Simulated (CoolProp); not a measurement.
Vapour-liquid equilibrium of benzene (1) + p-xylene (2) at 802 kPa; x and y are mole fractions of (1).

Values from CoolProp's multi-fluid Helmholtz-energy mixture model, Thol 2012 and Zhou 2012; pair parameters Bell 2016.

Task: Give the bubble temperature and the first vapour's composition at x = 0.2, 0.65, 0.95. Is there an azeotrope?

Result: x = 0.2: 490.9 K, y = 0.389; x = 0.65: 457.4 K, y = 0.847; x = 0.95: 441.8 K, y = 0.984. No azeotrope shows between x = 0.05 and 0.95.

The pair parameters rest on a limited set of measurements; away from them the model extrapolates.
